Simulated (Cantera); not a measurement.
A closed system holds: 1 mol Si(CH₃)₄, 0.012 mol C₃H₈, 230 mol H₂, 0.36 mol CH₄, at 1700 K and 0.0100 bar.

These are equilibrium values from Cantera (NASA tables, ideal gas, pure condensed phases), not measurements of a reactor. Candidate condensed phases: C, C₆H₆, C₇H₈, C₈H₁₈, Si, SiC; 87 gas species. Equilibrium is a limit: real reactors are often held back by kinetics, nucleation or transport.

Base state: H₂ 0.998, H 0.00147, C₂H₂ (acetylene) 7.33e-5, CH₄ 1.09e-5 (mole fractions); condensed: C(graphite) + SiC(s).

Q: What changes in the equilibrium state with this change: temperature from 1700 K to 1600 K?

A: 
| species | before | after |
|---|---|---|
| H₂ | 0.998 | 0.999 |
| H | 0.00147 | 0.000544 |
| C₂H₂ (acetylene) | 7.33e-5 | 2.75e-5 |
| CH₄ | 1.09e-5 | 1.63e-5 |
| C(graphite), mol | 3.36 | 3.38 |
| SiC(s), mol | 1.000 | 1.000 |
